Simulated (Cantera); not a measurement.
Input (Python, Cantera) and output of one run.

```python
import numpy as np
import cantera as ct

gas_names = """
    H HO2 H2 H2O H2O2 O OH O2 O3 Ti TiO TiO2
""".split()
cond_names = """
    H2O(s) H2O(L) Ti(a) Ti(b) Ti(L) TiO(a) TiO(b) TiO(L) TiO2(ru) TiO2(L) Ti2O3(a) Ti2O3(b) Ti2O3(L)
    Ti3O5(a) Ti3O5(b) Ti3O5(L) Ti4O7(s) Ti4O7(L)
""".split()


# ... load() reads the species with a 1 bar reference pressure and builds the phases ...
atoms = {
    'Ti': {'Ti': 1},
    'H2O': {'H': 2, 'O': 1},
}
top_T = {}  # K; cautious upper limits of use, not melting points


# ... equilibrate(T, P, feed) seeds the gas with the atoms and calls Mixture.equilibrate('TP', solver="vcs", rtol=1e-11, max_steps=5000) ...
results = []
feed = {'Ti': 1, 'H2O': 6.5}  # mol
P = 1333.22  # Pa
for T in [1148, 1223, 1298, 1373, 1448, 1523, 1598, 1673, 1748, 1823, 1898, 1973, 2048]:
    mix = equilibrate(T, P, feed)
    results.append((T, P, feed, dict(zip(mix.species_names, mix.species_moles))))

top = {s: max(r[3][s] / sum(r[3][g] for g in gas_names) for r in results) for s in gas_names}
cols = sorted((s for s in top if top[s] > 0.0001), key=lambda s: -top[s])[:9]
seen = [c for c in cond_names if any(r[3].get(c, 0) > 1e-12 for r in results)]
print("log10 of partial pressures in bar; condensed amounts in mol")
print(f"{'T/K':>10s}" + "".join(f"{s[:9]:>10s}" for s in cols + seen))
for T, P, feed, n in results:
    ng = sum(n[g] for g in gas_names)
    print(f"{T:10.4g}" + "".join(f"{np.log10(max(n[s] / ng * P / 1e5, 1e-99)):10.3f}" for s in cols)
          + "".join(f"{n.get(c, 0):10.4g}" for c in seen))
```

Result:

```
log10 of partial pressures in bar; condensed amounts in mol
       T/K       H2O        H2         H        OH  TiO2(ru)
      1148    -2.035    -2.387    -8.338   -10.210         1
      1223    -2.035    -2.387    -7.715    -9.409         1
      1298    -2.035    -2.387    -7.163    -8.699         1
      1373    -2.035    -2.387    -6.671    -8.067         1
      1448    -2.035    -2.387    -6.229    -7.500         1
      1523    -2.035    -2.387    -5.830    -6.989         1
      1598    -2.035    -2.387    -5.467    -6.525         1
      1673    -2.035    -2.387    -5.137    -6.103         1
      1748    -2.035    -2.388    -4.835    -5.716         1
      1823    -2.036    -2.389    -4.558    -5.362         1
      1898    -2.036    -2.390    -4.302    -5.035         1
      1973    -2.037    -2.392    -4.066    -4.734    0.9999
      2048    -2.040    -2.395    -3.848    -4.455    0.9997
```

Equilibrium computed with Cantera from the NASA thermochemical tables; the gas is ideal and each condensed phase is pure.
